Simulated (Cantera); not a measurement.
An adiabatic, constant-pressure homogeneous reactor starts with CH₄ : O₂ : N₂ = 1 : 2.5 : 9.4 (molar parts), equivalence ratio 0.80, at 1750 K and 1.00 atm. Integrator tolerance rtol = 1e-08.

Model: GRI-Mech 3.0 (53 species, 325 reactions), integrated in Cantera.

Task: What does this change do: constant volume in place of constant pressure?

Result: 
```tsv
quantity	before	after
time of steepest temperature rise	0.150 ms	0.142 ms
temperature at 0.600 s	2758 K	2896 K
equilibrium temperature	2758 K	2896 K
x(CH₄) at 0.600 s	<1e-12 (gas-phase equilibrium <1e-12)	<1e-12 (gas-phase equilibrium <1e-12)
x(O₂) at 0.600 s	0.0416 (gas-phase equilibrium 0.0416)	0.0417 (gas-phase equilibrium 0.0417)
x(CO₂) at 0.600 s	0.0461 (gas-phase equilibrium 0.0461)	0.0405 (gas-phase equilibrium 0.0405)
x(CH₂O) at 0.600 s	1.31e-10 (gas-phase equilibrium 1.31e-10)	3.21e-10 (gas-phase equilibrium 3.21e-10)
x(C₂H₄) at 0.600 s	<1e-12 (gas-phase equilibrium <1e-12)	<1e-12 (gas-phase equilibrium <1e-12)
x(CH₂) at 0.600 s	<1e-12 (gas-phase equilibrium <1e-12)	<1e-12 (gas-phase equilibrium <1e-12)
```
